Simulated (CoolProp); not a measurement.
Properties of carbon dioxide along the isobar 8960 kPa (Tc = 304.1 K, pc = 7377 kPa, ω = 0.224).

Computed with CoolProp (reference Helmholtz-energy equation of state, Span 1996).

```csv
T (K),phase,density (kg/m³),speed of sound (m/s),viscosity (µPa s),Prandtl number,fugacity coefficient
229.2,liquid,1152,936.1,221,2.53,0.1022
241.7,liquid,1106,852.3,182,2.33,0.1529
254.1,liquid,1056,767.4,151,2.19,0.2159
266.5,liquid,1001,678.3,125,2.13,0.2907
279,liquid,936.3,581.3,103,2.14,0.3765
291.4,liquid,856.1,472.0,82.5,2.30,0.4689
303.9,liquid,732.9,334.4,60.7,3.03,0.5645
316.3,supercritical,365.3,205.0,26.3,3.63,0.6458
328.8,supercritical,250.2,227.2,21.7,1.62,0.6958
341.2,supercritical,211.0,242.3,21.0,1.27,0.7340
353.6,supercritical,187.5,254.3,20.9,1.12,0.7657
366.1,supercritical,170.8,264.7,21.1,1.03,0.7928
378.5,supercritical,158.1,273.8,21.4,0.977,0.8161
391,supercritical,147.9,282.2,21.7,0.935,0.8364
403.4,supercritical,139.4,289.9,22.1,0.904,0.8541
415.9,supercritical,132.2,297.1,22.5,0.880,0.8699
```

Viscosity comes from a separate model (Laesecke 2017). Thermal conductivity comes from a separate model (Huber 2016).
